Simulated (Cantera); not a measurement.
A perfectly stirred reactor is fed with CH4 : H2 = 1 : 63 (molar parts), at 0.133 bar; it is held at 2000 K, and followed from long to short residence time.

Cantera simulation using GRI-Mech 3.0 (53 species, 325 reactions); the numbers are that mechanism's predictions, not measurements. GRI-Mech 3.0 stops at C3 and has no aromatics, soot or wall deposition, so with more carbon than oxygen in the feed, carbon stays in small species such as C2H2 where larger ones or solid carbon would form.

Predict: x(CH4) at τ = 0.360 s; x(H2) at τ = 0.360 s; x(CH2) at τ = 0.360 s; x(CH3) at τ = 0.360 s; x(C2H6) at τ = 0.360 s; x(CH4) at τ = 50.0 ms; x(H2) at τ = 50.0 ms; x(CH2) at τ = 50.0 ms; x(CH3) at τ = 50.0 ms; x(C2H6) at τ = 50.0 ms.


| Property | Value |
|---|---|
| x(CH4) at τ = 0.360 s | 0.00196 |
| x(H2) at τ = 0.360 s | 0.987 |
| x(CH2) at τ = 0.360 s | 9.31e-7 |
| x(CH3) at τ = 0.360 s | 0.000169 |
| x(C2H6) at τ = 0.360 s | 3.97e-8 |
| x(CH4) at τ = 50.0 ms | 0.00489 |
| x(H2) at τ = 50.0 ms | 0.986 |
| x(CH2) at τ = 50.0 ms | 2.01e-6 |
| x(CH3) at τ = 50.0 ms | 0.000398 |
| x(C2H6) at τ = 50.0 ms | 2.30e-7 |
